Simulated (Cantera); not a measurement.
## Hydrocarbon pyrolysis for carbon deposition

An isothermal, constant-pressure homogeneous reactor starts with C2H6 : H2 = 1 : 69 (molar parts), at 1875 K and 0.0133 bar.

Detailed kinetics in Cantera: GRI-Mech 3.0 (53 species, 325 reactions). GRI-Mech 3.0 stops at C3 and has no aromatics, soot or wall deposition, so with more carbon than oxygen in the feed, carbon stays in small species such as C2H2 where larger ones or solid carbon would form. Radical loss at walls, strong at low pressure, is not modelled.

| t (s) | x C2H6 | x H2 | x CH3 | x H | x C2H |
|---|---|---|---|---|---|
| 2.00e-5 | 0.0125 | 0.983 | 0.00247 | 0.000743 | <1e-12 |
| 6.32e-5 | 0.00784 | 0.977 | 0.00448 | 0.00373 | 6.08e-10 |
| 0.000200 | 0.000511 | 0.966 | 0.00410 | 0.00891 | 7.86e-8 |
| 0.000632 | 4.26e-6 | 0.966 | 0.00325 | 0.00870 | 2.89e-7 |
| 0.00200 | 3.45e-6 | 0.968 | 0.00275 | 0.00773 | 3.67e-7 |
| 0.00632 | 2.28e-6 | 0.971 | 0.00201 | 0.00631 | 3.99e-7 |
| 0.0200 | 1.16e-6 | 0.974 | 0.00127 | 0.00485 | 4.12e-7 |
| 0.0632 | 4.90e-7 | 0.977 | 0.000769 | 0.00419 | 4.62e-7 |
| 0.200 | 1.37e-7 | 0.979 | 0.000417 | 0.00443 | 6.11e-7 |
| 0.632 | 1.77e-8 | 0.980 | 0.000159 | 0.00504 | 7.94e-7 |
| 2.00 | 1.45e-9 | 0.980 | 4.74e-5 | 0.00551 | 9.08e-7 |
| 6.32 | 1.38e-10 | 0.980 | 1.44e-5 | 0.00565 | 9.41e-7 |
| 20.0 | 3.50e-11 | 0.980 | 6.64e-6 | 0.00566 | 9.46e-7 |
| 63.2 | 2.96e-11 | 0.980 | 5.94e-6 | 0.00566 | 9.46e-7 |
| 200 | 2.96e-11 | 0.980 | 5.94e-6 | 0.00566 | 9.46e-7 |
x: mole fraction; the columns are a selection and need not sum to one.

Equilibrium at this temperature and pressure: C2H6 2.96e-11, H2 0.980, CH3 5.95e-6, H 0.00566, C2H 9.46e-7 (gas phase only).
